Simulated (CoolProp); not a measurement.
Computed with CoolProp (reference Helmholtz-energy equation of state, Lemmon 2013).

Task: Give the vapour pressure (MPa), liquid density (kg/m³), vapour density (kg/m³), enthalpy of vaporisation (kJ/kg) of saturated propylene at 247.5 K.

Result: 
```csv
T (K),p (MPa),liquid density (kg/m³),vapour density (kg/m³),enthalpy of vaporisation (kJ/kg)
247.5,0.249,582,5.47,413
```
